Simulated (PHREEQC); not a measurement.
Solution (25 °C): 0.15 mol H3BO3, 0.0014 mol Na2SO4 and 0.00077 mol NaCl per kg of water. Closed to the air; pH follows from the charge balance.

The numbers come from PHREEQC with the ion-association model, wateq4f.dat.

**Question.** The ionic strength comes out as 0.00494 mol/kgw. What activity coefficients do SO4-2, NaSO4-, H+, Cl-, H2BO3- get?

**Answer.** SO4-2 0.74, NaSO4- 0.93, H+ 0.93, Cl- 0.93, H2BO3- 0.92.

This is a speciation only: nothing precipitates in the calculation. Complexes and solids missing from the database can't appear.
